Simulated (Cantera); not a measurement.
A closed system holds: 1 mol trisilylamine, 4.3 mol N2, 61 mol H2, 0.67 mol NH3, equilibrated at 0.0660 bar.

Equilibrium computed with Cantera from the NASA thermochemical tables; the gas is ideal and each condensed phase is pure. Candidate condensed phases: Si, Si3N4; 18 gas species. The feed counts by its element totals alone. Gases not in the tables: Si2H6 and higher silanes. Kinetics and transport are ignored.

x: gas mole fraction; n: condensed amount in mol.

```csv
T (K),x H2,x N2,x H,x Si,x SiH2,n Si3N4(s),n Si(l)
950,0.955,0.0450,2.12e-9,<1e-12,<1e-12,1.00,0
1025,0.955,0.0450,1.66e-8,<1e-12,<1e-12,1.00,0
1100,0.955,0.0450,?,<1e-12,<1e-12,1.00,0
1175,0.955,0.0450,4.66e-7,<1e-12,1.81e-12,1.00,0
1250,0.955,0.0450,1.84e-6,<1e-12,3.64e-11,1.00,0
1325,0.955,0.0450,6.22e-6,6.68e-12,5.20e-10,1.00,0
1400,0.955,0.0450,1.85e-5,1.93e-10,5.58e-9,1.00,0
1475,0.955,0.0450,4.93e-5,3.96e-9,4.68e-8,1.000,0
1550,0.955,0.0450,0.000120,6.02e-8,3.19e-7,1.000,0
1625,0.955,0.0450,0.000268,7.09e-7,1.81e-6,1.000,0
1700,0.954,0.0450,?,?,?,1.000,0
1775,0.927,0.0716,0.00108,3.33e-5,2.32e-5,0,2.99
1850,0.926,0.0716,0.00202,9.77e-5,3.90e-5,0,2.99
```

**Question.** Complete the blanks.

**Answer.** 
- 1100, x H: 9.83e-8
- 1700, x H: 0.000560
- 1700, x Si: 6.69e-6
- 1700, x SiH2: 8.81e-6
